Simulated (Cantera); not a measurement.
Cantera run:

```python
import numpy as np
import cantera as ct

gas_names = """
    AL ALH ALN AL2 H H2 N NH NH2 NH3 N2 N2H2 N2H4
""".split()
cond_names = """
    AL(cr) AL(L) ALN(s)
""".split()


# ... load() reads the species with a 1 bar reference pressure and builds the phases ...
atoms = {
    'AlN': {'AL': 1, 'N': 1},
    'H2': {'H': 2},
}
top_T = {'ALN(s)': 2750}  # K; cautious upper limits of use, not melting points


# ... equilibrate(T, P, feed) seeds the gas with the atoms and calls Mixture.equilibrate('TP', solver="vcs", rtol=1e-11, max_steps=5000) ...
results = []
feed = {'AlN': 1, 'H2': 1.5}  # mol
P = 52000  # Pa
for T in [775, 875, 975, 1075, 1175, 1275, 1375, 1475, 1575, 1675, 1775, 1875, 1975, 2075]:
    mix = equilibrate(T, P, feed)
    results.append((T, P, feed, dict(zip(mix.species_names, mix.species_moles))))
    x = sorted(zip(gas.X, gas.species_names), reverse=True)
    print(f"T = {T:g} K  P = {P:g} Pa  gas = {mix.phase_moles(0):.4g} mol")
    print("   x: " + "  ".join(f"{s} {v:.3e}" for v, s in x if v > 1e-05))
    print("   condensed (mol): " + ("  ".join(f"{mix.phase(i).name} {mix.phase_moles(i):.4g}"
          for i in range(1, mix.n_phases) if mix.phase_moles(i) > 1e-12) or "none"))
```

Output:

```
T = 775 K  P = 52000 Pa  gas = 1.5 mol
   x: H2 1.000e+00
   condensed (mol): ALN(s) 1
T = 875 K  P = 52000 Pa  gas = 1.5 mol
   x: H2 1.000e+00
   condensed (mol): ALN(s) 1
T = 975 K  P = 52000 Pa  gas = 1.5 mol
   x: H2 1.000e+00
   condensed (mol): ALN(s) 1
T = 1075 K  P = 52000 Pa  gas = 1.5 mol
   x: H2 1.000e+00
   condensed (mol): ALN(s) 1
T = 1175 K  P = 52000 Pa  gas = 1.5 mol
   x: H2 1.000e+00
   condensed (mol): ALN(s) 1
T = 1275 K  P = 52000 Pa  gas = 1.5 mol
   x: H2 1.000e+00
   condensed (mol): ALN(s) 1
T = 1375 K  P = 52000 Pa  gas = 1.5 mol
   x: H2 1.000e+00
   condensed (mol): ALN(s) 1
T = 1475 K  P = 52000 Pa  gas = 1.5 mol
   x: H2 1.000e+00  H 1.799e-05
   condensed (mol): ALN(s) 1
T = 1575 K  P = 52000 Pa  gas = 1.5 mol
   x: H2 9.999e-01  H 5.763e-05
   condensed (mol): ALN(s) 1
T = 1675 K  P = 52000 Pa  gas = 1.5 mol
   x: H2 9.998e-01  H 1.610e-04  AL 1.163e-05
   condensed (mol): ALN(s) 1
T = 1775 K  P = 52000 Pa  gas = 1.5 mol
   x: H2 9.995e-01  H 4.013e-04  AL 6.612e-05  N2 4.463e-05  ALH 2.324e-05
   condensed (mol): ALN(s) 0.9999
T = 1875 K  P = 52000 Pa  gas = 1.502 mol
   x: H2 9.985e-01  H 9.083e-04  AL 3.101e-04  N2 1.968e-04  ALH 8.370e-05
   condensed (mol): ALN(s) 0.9994
T = 1975 K  P = 52000 Pa  gas = 1.505 mol
   x: H2 9.959e-01  H 1.894e-03  AL 1.236e-03  N2 7.497e-04  ALH 2.629e-04
   condensed (mol): ALN(s) 0.9977
T = 2075 K  P = 52000 Pa  gas = 1.514 mol
   x: H2 9.888e-01  AL 4.293e-03  H 3.673e-03  N2 2.516e-03  ALH 7.346e-04
   condensed (mol): ALN(s) 0.9924
```

Cantera equilibrium calculation (NASA polynomials, part measured and part estimated; ideal gas, pure solids and liquids).
